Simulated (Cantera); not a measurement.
What does this Cantera script print?

```python
import numpy as np
import cantera as ct

gas_names = [...]  # 151 gases of nasa_gas.yaml made of C, H, N, O, Si
cond_names = """
    C(gr) C6H6(L) C7H8(L) C8H18(L),n-octa H2O(s) H2O(L) Si(cr) Si(L) SiC(b) SiO2(Lqz) SiO2(hqz) SiO2(L)
    Si2N2O(s) Si3N4(a)
""".split()


# ... load() reads the species with a 1 bar reference pressure and builds the phases ...
atoms = {
    'TEOS': {'Si': 1, 'C': 8, 'H': 20, 'O': 4},
    'NO': {'N': 1, 'O': 1},
}
top_T = {'C(gr)': 4500, 'SiC(b)': 3050, 'Si2N2O(s)': 2100, 'Si3N4(a)': 2400}  # K; cautious upper limits of use, not melting points


# ... equilibrate(T, P, feed) seeds the gas with the atoms and calls Mixture.equilibrate('TP', solver="vcs", rtol=1e-11, max_steps=5000) ...
results = []
feed = {'TEOS': 1, 'NO': 21}  # mol
P = 180  # Pa
for T in [1248, 1323, 1398, 1473, 1548, 1623, 1698, 1773, 1848]:
    mix = equilibrate(T, P, feed)
    results.append((T, P, feed, dict(zip(mix.species_names, mix.species_moles))))

top = {s: max(r[3][s] / sum(r[3][g] for g in gas_names) for r in results) for s in gas_names}
cols = sorted((s for s in top if top[s] > 1e-05), key=lambda s: -top[s])[:8]
seen = [c for c in cond_names if any(r[3].get(c, 0) > 1e-12 for r in results)]
print("log10 of partial pressures in bar; condensed amounts in mol")
print(f"{'T/K':>10s}" + "".join(f"{s[:9]:>10s}" for s in cols + seen))
for T, P, feed, n in results:
    ng = sum(n[g] for g in gas_names)
    print(f"{T:10.4g}" + "".join(f"{np.log10(max(n[s] / ng * P / 1e5, 1e-99)):10.3f}" for s in cols)
          + "".join(f"{n.get(c, 0):10.4g}" for c in seen))
```

Output:

```
log10 of partial pressures in bar; condensed amounts in mol
       T/K        N2       H2O       CO2        CO        H2         H        OH        O2 SiO2(hqz)   SiO2(L)
      1248    -3.178    -3.265    -3.394    -3.993    -4.056    -8.359    -9.558   -13.375         1         0
      1323    -3.178    -3.259    -3.401    -3.965    -4.091    -7.845    -8.853   -12.111         1         0
      1398    -3.178    -3.255    -3.408    -3.942    -4.124    -7.387    -8.223   -10.978         1         0
      1473    -3.178    -3.251    -3.413    -3.923    -4.154    -6.975    -7.656    -9.959         1         0
      1548    -3.178    -3.247    -3.418    -3.908    -4.182    -6.603    -7.144    -9.036         1         0
      1623    -3.178    -3.245    -3.423    -3.895    -4.208    -6.265    -6.679    -8.198    0.9999         0
      1698    -3.179    -3.243    -3.427    -3.884    -4.233    -5.956    -6.255    -7.432         0    0.9996
      1773    -3.179    -3.241    -3.431    -3.874    -4.255    -5.673    -5.868    -6.733         0     0.998
      1848    -3.180    -3.242    -3.435    -3.864    -4.273    -5.412    -5.514    -6.096         0    0.9917
```

These are equilibrium values from Cantera (NASA tables, ideal gas, pure condensed phases), not measurements of a reactor. The feed counts by its element totals alone. The tables hold silica as quartz up to 1696 K and as liquid above; real silica turns to tridymite and cristobalite and melts near 1996 K.
